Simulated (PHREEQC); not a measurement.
A solution holds 0.0011 mol CuSO4, 0.00049 mol H2SO4 and 0.024 mol FeCl3 per kg of water, at 25 °C. Closed to the air; pH follows from the charge balance.

Computed with PHREEQC (ion-association model, wateq4f.dat).

This is a speciation only: nothing precipitates in the calculation.

Problem. What pH, ionic strength does the model give?

Solution. pH 2.11; ionic strength 0.116 mol/kgw.

Problem. In which forms is Cl present?

Solution. Cl- 90 %, FeCl+2 7.8 %, FeCl2+ 1.6 % of the Cl.

Saturation is exceeded, for instance for Hematite (slow to form), Goethite (slow to form); the values hold only as long as no solid forms. Species that the database lacks are ignored.
